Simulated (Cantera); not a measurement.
Feed: 1 mol CH3OH, a varied amount of CO2, 0.53 mol N2, equilibrated at 1325 K and 7.80 bar.

These are equilibrium values from Cantera (NASA tables, ideal gas, pure condensed phases), not measurements of a reactor. Candidate condensed phases: C, C6H6, C7H8, C8H18, H2O; 136 gas species. Equilibrium is a limit: real reactors are often held back by kinetics, nucleation or transport.

### Question
At 1.1 mol CO2, list the 5 most abundant gas species with their mole fractions, and the condensed phases.

### Answer
CO 0.358, H2 0.289, H2O 0.143, N2 0.114, CO2 0.0951. Condensed: gas only.
